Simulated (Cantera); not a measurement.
A Cantera script and what it prints.

```python
import numpy as np
import cantera as ct

gas_names = """
    H HO2 H2 H2O H2O2 O OH O2 O3 Ti TiO TiO2
""".split()
cond_names = """
    H2O(s) H2O(L) Ti(a) Ti(b) Ti(L) TiO(a) TiO(b) TiO(L) TiO2(ru) TiO2(L) Ti2O3(a) Ti2O3(b) Ti2O3(L)
    Ti3O5(a) Ti3O5(b) Ti3O5(L) Ti4O7(s) Ti4O7(L)
""".split()


def load(file, names, dense=False):
    # The tables refer to 1 bar. Condensed volumes are neglected.
    table = {s.name: s for s in ct.Species.list_from_file(file)}
    out = []
    for n in names:
        d = dict(table[n].input_data)
        d["thermo"] = dict(d["thermo"], **{"reference-pressure": 1e5})
        if dense:
            d["equation-of-state"] = {"model": "constant-volume", "density": "1e6 g/cm^3"}
        out.append(ct.Species.from_dict(d))
    return out


gas = ct.Solution(thermo="ideal-gas", species=load("nasa_gas.yaml", gas_names))
cond = {s.name: ct.Solution(thermo="fixed-stoichiometry", species=[s], name=s.name)
        for s in load("nasa_condensed.yaml", cond_names, dense=True)}
atoms = {
    'Ti': {'Ti': 1},
    'O2': {'O': 2},
    'H2': {'H': 2},
}
top_T = {}  # K; cautious upper limits of use, not melting points


def equilibrate(T, P, feed):
    n = {}
    for name, mol in feed.items():
        for a, k in atoms[name].items():
            n[a] = n.get(a, 0.0) + k * mol
    gas.TPX = T, P, n
    mass = sum(n.values()) * gas.mean_molecular_weight
    gas.equilibrate("TP")
    valid = [c for c in cond.values() if c.min_temp <= T <= top_T.get(c.name, c.max_temp)]
    mix = ct.Mixture([(gas, mass / gas.mean_molecular_weight)] + [(c, 0.0) for c in valid])
    mix.T, mix.P = T, P
    mix.equilibrate("TP", solver="vcs", rtol=1e-11, max_steps=5000)
    return mix


results = []
feed = {'Ti': 1, 'O2': 0.04, 'H2': 150}  # mol
P = 1700  # Pa
for T in [1100, 1150, 1200, 1250, 1300, 1350, 1400, 1450, 1500, 1550, 1600, 1650]:
    mix = equilibrate(T, P, feed)
    results.append((T, P, feed, dict(zip(mix.species_names, mix.species_moles))))

top = {s: max(r[3][s] / sum(r[3][g] for g in gas_names) for r in results) for s in gas_names}
cols = sorted((s for s in top if top[s] > 1e-05), key=lambda s: -top[s])[:7]
seen = [c for c in cond_names if any(r[3].get(c, 0) > 1e-12 for r in results)]
print("log10 of partial pressures in bar; condensed amounts in mol")
print(f"{'T/K':>10s}" + "".join(f"{s[:9]:>10s}" for s in cols + seen))
for T, P, feed, n in results:
    ng = sum(n[g] for g in gas_names)
    print(f"{T:10.4g}" + "".join(f"{np.log10(max(n[s] / ng * P / 1e5, 1e-99)):10.3f}" for s in cols)
          + "".join(f"{n.get(c, 0):10.4g}" for c in seen))
```

It prints:

```
log10 of partial pressures in bar; condensed amounts in mol
       T/K        H2         H     Ti(a)     Ti(b)    TiO(a)    TiO(b)
      1100    -1.770    -8.472      0.92         0      0.08         0
      1150    -1.770    -8.012      0.92         0      0.08         0
      1200    -1.770    -7.590         0      0.92      0.08         0
      1250    -1.770    -7.200         0      0.92      0.08         0
      1300    -1.770    -6.841         0      0.92         0      0.08
      1350    -1.770    -6.508         0      0.92         0      0.08
      1400    -1.770    -6.198         0      0.92         0      0.08
      1450    -1.770    -5.909         0      0.92         0      0.08
      1500    -1.770    -5.639         0      0.92         0      0.08
      1550    -1.770    -5.387         0      0.92         0      0.08
      1600    -1.770    -5.150         0    0.9199         0      0.08
      1650    -1.770    -4.927         0    0.9197         0   0.07999
```

These are equilibrium values from Cantera (NASA tables, ideal gas, pure condensed phases), not measurements of a reactor. Mutual solubility and eutectic melting of coexisting phases are not modelled. TiO: taken at fixed stoichiometry. Condensed phases not in the tables: N, O or C dissolved in the metal.
